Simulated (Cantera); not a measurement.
**Equilibrium for abatement and gas-phase synthesis: H2S + H2 + N2**

A closed system holds: 1 mol H2S, 0.79 mol H2, 20 mol N2, at 7.50 Torr.

These are equilibrium values from Cantera (NASA tables, ideal gas, pure condensed phases), not measurements of a reactor. Candidate condensed phases: S; 15 gas species. Gases not in the tables: S3 to S7. Kinetics and transport are ignored.

```tsv
T (K)	log p N2	log p H	log p H2	log p H2S	log p S	log p S2
925	-2.04	-11.29	-3.41	-3.36	-11.54	-4.92
1125	-2.04	-8.97	-3.24	-3.62	-8.89	-3.97
1325	-2.05	-7.36	-3.15	-4.04	-7.26	-3.75
1525	-2.05	-6.18	-3.12	-4.45	-6.11	-3.69
1725	-2.05	-5.29	-3.11	-4.80	-5.25	-3.68
1925	-2.05	-4.58	-3.11	-5.11	-4.57	-3.71
2125	-2.05	-4.01	-3.14	-5.40	-4.06	-3.79
2325	-2.06	-3.56	-3.20	-5.76	-3.70	-3.99
2525	-2.07	-3.22	-3.34	-6.25	-3.50	-4.37
2725	-2.08	-3.01	-3.60	-6.90	-3.42	-4.88
2925	-2.08	-2.90	-3.99	-7.67	-3.40	-5.41
3125	-2.09	-2.86	-4.43	-8.46	-3.39	-5.90
```
log p: log10 of the partial pressure in bar; nothing condenses.

From 925 K to 3125 K nothing is condensed.
